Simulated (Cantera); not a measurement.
Equilibrium for fluorocarbon and chlorocarbon gases: CF4 + H2

A closed system holds: 1 mol CF4, 7.2 mol H2, at 0.133 bar.

Equilibrium computed with Cantera from the NASA thermochemical tables; the gas is ideal and each condensed phase is pure. Candidate condensed phases: C, C6H6, C7H8, C8H18; 95 gas species. Rates play no part.

```csv
T (K),log p H2,log p HF,log p H,log p C2H2 (acetylene),log p F,log p C2H,log p C4H2,n C(graphite)
2125,-1.13,-1.24,-3.00,-3.90,-6.29,-7.33,-7.07,0.983
2175,-1.13,-1.24,-2.88,-3.78,-6.09,-7.02,-6.82,0.977
2225,-1.13,-1.24,-2.75,-3.66,-5.89,-6.72,-6.59,0.970
2275,-1.14,-1.24,-2.64,-3.55,-5.70,-6.43,-6.36,0.961
2325,-1.14,-1.24,-2.53,-3.45,-5.52,-6.16,-6.15,0.950
2375,-1.14,-1.24,-2.42,-3.35,-5.35,-5.89,-5.94,0.937
2425,-1.15,-1.24,-2.32,-3.26,-5.19,-5.64,-5.75,0.921
2475,-1.15,-1.25,-2.23,-3.17,-5.03,-5.40,-5.56,0.902
2525,-1.16,-1.25,-2.13,-3.08,-4.87,-5.18,-5.39,0.880
2575,-1.17,-1.25,-2.05,-3.00,-4.72,-4.96,-5.22,0.855
```
log p: log10 of the partial pressure in bar; n: condensed amount in mol.

From 2125 K to 2575 K the condensed part is C(graphite). The main C-bearing gas is C2H2 (acetylene) throughout. The share of C in condensed phases is highest at 2125 K (98.3 %) and lowest at 2575 K (85.5 %).
